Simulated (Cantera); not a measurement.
Input: 1 mol MgO, 1.7 mol C, 0.13 mol H2, 2 mol CO, at 4800 Pa.

Method: chemical equilibrium by Gibbs-energy minimisation in Cantera with the NASA 1993 tables (ideal gas, pure condensed phases). Candidate condensed phases: C, C6H6, C7H8, C8H18, H2O, Mg, MgCO3, MgO, Mg(OH)2; 116 gas species. The tables' values for MgH are old estimates; treat these amounts as uncertain. Equilibrium is a limit: real reactors are often held back by kinetics, nucleation or transport.

log p: log10 of the partial pressure in bar; n: condensed amount in mol.

```tsv
T (K)	log p CO	log p Mg	log p H2	log p H	log p CO2	n C(graphite)	n MgO(s)
1023	-1.35	<-13	-2.53	-9.65	-3.15	1.73	1.00
1173	-1.35	-10.93	-2.53	-8.20	-4.25	1.70	1.00
1323	-1.35	-7.78	-2.53	-7.07	-5.10	1.70	1.000
1473	-1.35	-5.28	-2.53	-6.16	-5.76	1.70	1.000
1623	-1.35	-3.25	-2.54	-5.43	-6.31	1.67	0.975
1773	-1.46	-1.93	-2.82	-4.96	-6.97	0.700	0
1923	-1.46	-1.94	-2.83	-4.44	-7.34	0.700	0
2073	-1.46	-1.94	-2.84	[?]	[?]	0.700	0
2223	-1.46	-1.94	-2.86	-3.62	-7.92	0.699	0
2373	-1.46	-1.94	-2.90	[?]	[?]	0.699	0
2523	-1.46	-1.94	-2.99	-3.05	-8.36	0.697	0
```

Question: Complete the blanks.

Answer: 
- 2073, log p H: -4.00
- 2073, log p CO2: -7.65
- 2373, log p H: -3.31
- 2373, log p CO2: -8.15
